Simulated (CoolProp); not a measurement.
Saturation properties of R1234ze(Z) (Tc = 423.3 K, pc = 35.31 bar, ω = 0.327).

Model: reference Helmholtz-energy equation of state, Akasaka 2019, in CoolProp.

```
T (K)  p (bar)  vapour density (kg/m³)  enthalpy of vaporisation (kJ/kg)
-----  -------  ----------------------  --------------------------------
313.7    2.949                   14.36                             196.2
321.1    3.683                       …                             191.1
328.5    4.550                   22.00                             185.7
335.8    5.550                   26.85                             180.0
343.2    6.725                   32.65                             173.9
350.6    8.080                   39.52                             167.4
357.9    9.609                   47.51                             160.6
365.3    11.37                   57.11                             153.1
372.7    13.37                   68.54                             145.0
380      15.59                   82.07                             136.2
387.4    18.11                       …                             126.3
394.8    20.94                   119.4                             115.2
402.2        …                   145.9                             102.3
409.5    27.57                   181.3                             86.84
416.9    31.50                   236.9                             65.41
```

**Question.** What belongs in the gaps?

**Answer.** 
- 321.1, vapour density (kg/m³): 17.85
- 387.4, vapour density (kg/m³): 98.73
- 402.2, p (bar): 24.10

It boils at 282.9 K under 1 atm.
